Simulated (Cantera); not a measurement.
Mixture: 4.42 % CH₄, 20.1 % O₂, 75.5 % N₂, at 0.690 bar, adiabatic and at constant pressure. Ignition delay is the time to a rise of 400 K.

Computed with Cantera and GRI-Mech 3.0 (53 species, 325 reactions).

**Question.** Predict: delay at 1175 K; delay at 1325 K; delay at 1475 K; delay at 1625 K; delay at 1775 K; apparent activation energy between 1700 and 1850 K.

**Answer.** 
```
Property                                                Result
--------------------------------------------------  ----------
delay at 1175 K                                        58.5 ms
delay at 1325 K                                        7.57 ms
delay at 1475 K                                        1.52 ms
delay at 1625 K                                       0.459 ms
delay at 1775 K                                       0.179 ms
apparent activation energy between 1700 and 1850 K  150 kJ/mol
```
